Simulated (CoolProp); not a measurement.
n-perfluorobutane along the isobar 25.5 bar: fugacity coefficient from the reference equation and from simpler models built on Tc = 386.3 K, pc = 23.22 bar, ω = 0.372; each cubic takes its own stable root.

Model: reference Helmholtz-energy equation of state, Gao 2022, in CoolProp.

| T (K) | phase | reference | van der Waals | Redlich-Kwong | Soave-Redlich-Kwong | Peng-Robinson |
|---|---|---|---|---|---|---|
| 317.4 | liquid | 0.1851 | 0.3659 | 0.2553 | 0.1878 | 0.1811 |
| 326.9 | liquid | 0.2309 | 0.4045 | 0.3007 | 0.2346 | 0.2259 |
| 336.3 | liquid | 0.2820 | 0.4436 | 0.3485 | 0.2866 | 0.2758 |
| 345.8 | liquid | 0.3391 | 0.4837 | 0.3992 | 0.3446 | 0.3315 |
| 355.3 | liquid | 0.4010 | 0.5241 | 0.4516 | 0.4070 | 0.3915 |
| 364.7 | liquid | 0.4660 | 0.5638 | 0.5042 | 0.4719 | 0.4541 |
| 374.2 | liquid | 0.5341 | 0.6033 | 0.5571 | 0.5389 | 0.5188 |
| 383.7 | liquid | 0.6023 | 0.6414 | 0.6080 | 0.6043 | 0.5821 |
| 393.2 | supercritical | 0.6610 | 0.6762 | 0.6525 | 0.6590 | 0.6350 |
| 402.6 | supercritical | 0.6956 | 0.7017 | 0.6817 | 0.6931 | 0.6683 |
| 412.1 | supercritical | 0.7237 | 0.7215 | 0.7055 | 0.7214 | 0.6961 |
| 421.6 | supercritical | 0.7479 | 0.7388 | 0.7262 | 0.7461 | 0.7205 |
| 431.1 | supercritical | 0.7692 | 0.7543 | 0.7447 | 0.7681 | 0.7424 |
| 440.5 | supercritical | 0.7882 | 0.7683 | 0.7613 | 0.7877 | 0.7620 |
| 450 | supercritical | 0.8055 | 0.7812 | 0.7766 | 0.8057 | 0.7801 |
